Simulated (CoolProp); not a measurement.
Ethane at several states: density (kg/m³) from the reference equation and from simpler models built on Tc = 32.2 °C, pc = 4.872 MPa, ω = 0.099; each cubic takes its own stable root.

Values from CoolProp's reference Helmholtz-energy equation of state, Bücker 2006.

```json
[
 {"T (°C)": "221.15", "p (MPa)": "25", "phase": "supercritical", "reference": "204.7"},
 {"T (°C)": "54.45", "p (MPa)": "2.32", "phase": "gas", "reference": "29.82"},
 {"T (°C)": "-109.35", "p (MPa)": "0.12", "phase": "liquid", "reference": "569.1"},
 {"T (°C)": "264.25", "p (MPa)": "7.51", "phase": "supercritical", "reference": "53.62"}
]
```

### Question
How far does each simpler model (van der Waals, Peng-Robinson) lie from the reference over these 4 states: mean and median of the absolute difference, and the worst?

### Answer
- van der Waals: mean 26.5 %, median 2.8 %, worst -99.5 % at -109.35 °C and 0.12 MPa
- Peng-Robinson: mean 3.2 %, median 1.5 %, worst +8.7 % at -109.35 °C and 0.12 MPa

At some of these states van der Waals gives the other phase, because its saturation line lies elsewhere.
